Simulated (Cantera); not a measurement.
Feed: 1 mol Si3N4, 0.34 mol O2, held at 5.70 Pa.

Method: chemical equilibrium by Gibbs-energy minimisation in Cantera with the NASA 1993 tables (ideal gas, pure condensed phases). Candidate condensed phases: Si, SiO2, Si2N2O, Si3N4; 16 gas species. Mutual solubility and eutectic melting of coexisting phases are not modelled. Rates play no part.

x: gas mole fraction; n: condensed amount in mol.

```
T (K)   x N2     x SiO    x Si    x Si2N  n Si2N2O(s)  n Si3N4(s)  n Si(s)
-----  -----  --------  ------  --------  -----------  ----------  -------
848     1.00    <1e-12  <1e-12    <1e-12        0.680       0.547        0
923     1.00    <1e-12  <1e-12    <1e-12        0.680       0.547        0
998     1.00    <1e-12  <1e-12    <1e-12        0.680       0.547        0
1073    1.00  1.23e-10  <1e-12    <1e-12        0.680       0.547        0
1148    1.00   8.92e-9     [?]    <1e-12        0.680       0.547        0
1223    1.00   3.79e-7     [?]    <1e-12        0.680       0.547        0
1298   1.000   1.03e-5     [?]  3.54e-11        0.680       0.547        0
1373   1.000  0.000195     [?]   3.08e-9        0.680       0.547        0
1448   0.997   0.00271     [?]   1.68e-7        0.679       0.547        0
1523   0.964    0.0355     [?]   4.22e-6        0.630           0     1.69
```

Problem. What belongs in the gaps?

Solution. 
- 1148, x Si: 6.55e-12
- 1223, x Si: 5.67e-10
- 1298, x Si: 2.92e-8
- 1373, x Si: 9.71e-7
- 1448, x Si: 2.24e-5
- 1523, x Si: 0.000316
